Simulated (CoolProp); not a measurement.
Methanol along the isobar 36.2 MPa: fugacity coefficient from the reference equation and from simpler models built on Tc = 240.2 °C, pc = 8.216 MPa, ω = 0.565; each cubic takes its own stable root.

Values from CoolProp's reference Helmholtz-energy equation of state, de Reuck 1993.

```tsv
T (°C)	phase	reference	van der Waals	Redlich-Kwong	Peng-Robinson
36.45	liquid	?	0.05677	?	0.001498
61.85	liquid	0.004171	0.07983	0.02131	0.004584
87.15	liquid	?	0.1066	0.03808	?
112.55	liquid	0.02140	0.1369	0.06160	0.02452
137.85	liquid	0.04015	0.1700	0.09179	0.04614
163.25	liquid	0.06854	0.2054	0.1285	0.07847
188.55	liquid	0.1076	?	0.1706	0.1222
213.95	liquid	0.1578	0.2810	0.2172	?
239.25	liquid	?	0.3199	0.2667	0.2422
264.65	supercritical	0.2845	0.3593	0.3182	0.3140
```

Question: Some entries are withheld; supply them.

Answer: 
- 36.45, reference: 0.001435
- 36.45, Redlich-Kwong: 0.01043
- 87.15, reference: 0.01013
- 87.15, Peng-Robinson: 0.01145
- 188.55, van der Waals: 0.2425
- 213.95, Peng-Robinson: 0.1775
- 239.25, reference: 0.2174
